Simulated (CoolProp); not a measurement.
Properties of R11 along the isobar 13.3 bar (Tc = 198.0 °C, pc = 44.08 bar, ω = 0.189).

Model: reference Helmholtz-energy equation of state, Jacobsen 1992, in CoolProp.

```json
[
 {"T (°C)": "72.65", "phase": "liquid", "speed of sound (m/s)": "585.2", "isothermal compressibility (1/MPa)": "0.003259"},
 {"T (°C)": "77.45", "phase": "liquid", "speed of sound (m/s)": "569.5", "isothermal compressibility (1/MPa)": "0.003490"},
 {"T (°C)": "82.25", "phase": "liquid", "speed of sound (m/s)": "553.8", "isothermal compressibility (1/MPa)": "0.003747"},
 {"T (°C)": "87.05", "phase": "liquid", "speed of sound (m/s)": "538.0", "isothermal compressibility (1/MPa)": "0.004035"},
 {"T (°C)": "91.85", "phase": "liquid", "speed of sound (m/s)": "522.0", "isothermal compressibility (1/MPa)": "0.004358"},
 {"T (°C)": "96.65", "phase": "liquid", "speed of sound (m/s)": "505.8", "isothermal compressibility (1/MPa)": "0.004724"},
 {"T (°C)": "101.45", "phase": "liquid", "speed of sound (m/s)": "489.4", "isothermal compressibility (1/MPa)": "0.005140"},
 {"T (°C)": "106.25", "phase": "liquid", "speed of sound (m/s)": "472.8", "isothermal compressibility (1/MPa)": "0.005619"},
 {"T (°C)": "111.05", "phase": "liquid", "speed of sound (m/s)": "455.9", "isothermal compressibility (1/MPa)": "0.006175"},
 {"T (°C)": "115.95", "phase": "liquid", "speed of sound (m/s)": "438.2", "isothermal compressibility (1/MPa)": "0.006842"},
 {"T (°C)": "120.75", "phase": "liquid", "speed of sound (m/s)": "420.4", "isothermal compressibility (1/MPa)": "0.007620"},
 {"T (°C)": "125.55", "phase": "gas", "speed of sound (m/s)": "133.4", "isothermal compressibility (1/MPa)": "1.030"},
 {"T (°C)": "130.35", "phase": "gas", "speed of sound (m/s)": "135.9", "isothermal compressibility (1/MPa)": "1.004"},
 {"T (°C)": "135.15", "phase": "gas", "speed of sound (m/s)": "138.2", "isothermal compressibility (1/MPa)": "0.9821"},
 {"T (°C)": "139.95", "phase": "gas", "speed of sound (m/s)": "140.4", "isothermal compressibility (1/MPa)": "0.9637"},
 {"T (°C)": "144.75", "phase": "gas", "speed of sound (m/s)": "142.4", "isothermal compressibility (1/MPa)": "0.9479"}
]
```
